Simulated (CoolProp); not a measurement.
Model: reference Helmholtz-energy equation of state, Lemmon 2006, in CoolProp. It is a short technical equation, of lower accuracy than the large ones.

Question: Give the vapour pressure (MPa), liquid density (kg/m³), vapour density (kg/m³) of saturated carbonyl sulfide at 278.4 K.

Answer: 
| T (K) | p (MPa) | liquid density (kg/m³) | vapour density (kg/m³) |
|---|---|---|---|
| 278.4 | 0.758 | 1040 | 22.2 |
